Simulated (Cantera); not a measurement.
# Tantalum, niobium, vanadium and zirconium in process gases: Zr + O₂ + H₂

Input: 1 mol Zr, 0.18 mol O₂, 72 mol H₂, held at 1998 K and 0.0128 Torr.

Method: chemical equilibrium by Gibbs-energy minimisation in Cantera with the NASA 1993 tables (ideal gas, pure condensed phases). Candidate condensed phases: H₂O, Zr, ZrO₂; 12 gas species. Mutual solubility and eutectic melting of coexisting phases are not modelled. Condensed phases not in the tables: N, O or C dissolved in the metal. The numbers say what is thermodynamically allowed, not how fast it happens.

- x(H₂): 0.677
- x(H): 0.320
- x(ZrO): 0.00294
- x(Zr): 0.000139
- x(ZrO₂): 1.86e-6
- n(Zr(β)): 0.682 mol
- n(ZrO₂(tetragonal)): 0.0535 mol
- gas amount: 86.03 mol
